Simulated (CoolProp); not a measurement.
Vapour-liquid equilibrium of R22 (1) + R11 (2) at -1.15 °C; x and y are mole fractions of (1).

Model: multi-fluid Helmholtz-energy mixture model, Kamei 1995 and Jacobsen 1992; pair parameters Bell 2016, in CoolProp.

**Question.** Give the bubble pressure and the first vapour's composition at x = 0.15, 0.25, 0.95. Is there an azeotrope?

**Answer.** x = 0.15: 0.1357 MPa, y = 0.747; x = 0.25: 0.1869 MPa, y = 0.830; x = 0.95: 0.4576 MPa, y = 0.992. No azeotrope shows between x = 0.05 and 0.95.

Pair parameters are fitted to limited data, so mixtures are less certain than the pure fluids.
